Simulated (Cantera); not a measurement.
Input: 1 mol SiHCl₃, 0.28 mol Cl₂, 55 mol N₂, equilibrated at 750 Torr.

These are equilibrium values from Cantera (NASA tables, ideal gas, pure condensed phases), not measurements of a reactor. Candidate condensed phases: NH₄Cl, Si, Si₃N₄; 28 gas species. N₂ is the only nitrogen source here; it is nearly inert below about 1500 K, so the nitride shown seldom forms there in practice. Kinetics and transport are ignored.

Over these rows the condensed part is Si₃N₄(s). Partial pressures as log10 of bar:

```
T (K)  1000/T (1/K)  log p SiCl₂  log p N₂  log p HCl  log p SiCl₄
-----  ------------  -----------  --------  ---------  -----------
1098         0.9107        -6.35     -0.01      -1.81        -1.93
1123         0.8905        -6.05     -0.01      -1.80        -1.93
1148         0.8711        -5.77     -0.01      -1.80        -1.93
1173         0.8525        -5.49     -0.01      -1.80        -1.93
1198         0.8347        -5.24     -0.01      -1.80        -1.93
1223         0.8177            ?     -0.01      -1.80        -1.93
```

**Question.** Fit log p(SiCl₂) = a + b·(1000/T) to the five rows, give the apparent enthalpy, and predict the row at 1223 K.

**Answer.** Means: 1000/T = 0.8719, log p = -5.780. Sxy = -0.052860, Sxx = 0.0036122, so b = -14.63 and a = -5.780 − (-14.63)×0.8719 = 6.98.
Apparent enthalpy: −19.145 × (-14.63) = 280 kJ/mol. With the condensed phases at unit activity, 1/6 Si₃N₄(s) + 1/2 SiCl₄(g) = SiCl₂(g) + 1/3 N₂(g) links this pressure to the main gases: over the six rows their terms move log p by +0.00 in all, so the slope is close to that reaction's ΔH°. The five rows lie within 0.01 of the line.
Prediction at 1223 K: 6.98 + (-14.63)×0.8177 = -4.98. The computed value is -4.99, 0.01 from the line.
